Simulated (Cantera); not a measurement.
What does this Cantera script print?

```python
import numpy as np
import cantera as ct

gas_names = """
    Hg N NO NO2 NO3 N2 N2O O O2 O3
""".split()
cond_names = """
    Hg(cr) Hg(L) HgO(s)
""".split()


# ... load() reads the species with a 1 bar reference pressure and builds the phases ...
atoms = {
    'HgO': {'Hg': 1, 'O': 1},
    'N2': {'N': 2},
}
top_T = {}  # K; cautious upper limits of use, not melting points


# ... equilibrate(T, P, feed) seeds the gas with the atoms and calls Mixture.equilibrate('TP', solver="vcs", rtol=1e-11, max_steps=5000) ...
results = []
feed = {'HgO': 1, 'N2': 0.33}  # mol
T = 1373  # K
P = 96  # Pa
mix = equilibrate(T, P, feed)
results.append((T, P, feed, dict(zip(mix.species_names, mix.species_moles))))
x = sorted(zip(gas.X, gas.species_names), reverse=True)
print(f"T = {T:g} K  P = {P:g} Pa  gas = {mix.phase_moles(0):.4g} mol")
print("   x: " + "  ".join(f"{s} {v:.3e}" for v, s in x if v > 1e-05))
print("   condensed (mol): " + ("  ".join(f"{mix.phase(i).name} {mix.phase_moles(i):.4g}"
      for i in range(1, mix.n_phases) if mix.phase_moles(i) > 1e-12) or "none"))
```

Result:

```
T = 1373 K  P = 96 Pa  gas = 1.83 mol
   x: Hg 5.464e-01  O2 2.730e-01  N2 1.802e-01  NO 3.385e-04  O 1.039e-05
   condensed (mol): none
```

Equilibrium computed with Cantera from the NASA thermochemical tables; the gas is ideal and each condensed phase is pure.
